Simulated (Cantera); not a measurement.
A closed system holds: 1 mol BN, 74 mol HCl, 2.6 mol N2, at 827 °C and 10000 Pa.

Cantera equilibrium calculation (NASA polynomials, part measured and part estimated; ideal gas, pure solids and liquids). Candidate condensed phases: B, BN, NH4Cl; 21 gas species. Gases not in the tables: BHCl2. Kinetics and transport are ignored.

Base state: HCl 0.933, N2 0.0394, H2 0.0164, BCl3 0.0109 (mole fractions); condensed: BN(s).

What changes in the equilibrium state with this change: 0.7 mol HF added?


| species | before | after |
|---|---|---|
| HCl | 0.933 | 0.930 |
| N2 | 0.0394 | 0.0397 |
| H2 | 0.0164 | 0.0181 |
| BF3 | 0 | 0.00282 |
| BCl3 | 0.0109 | 0.00925 |
| HF | 0 | 0.000606 |
| BN(s), mol | 0.164 | 0.0674 |
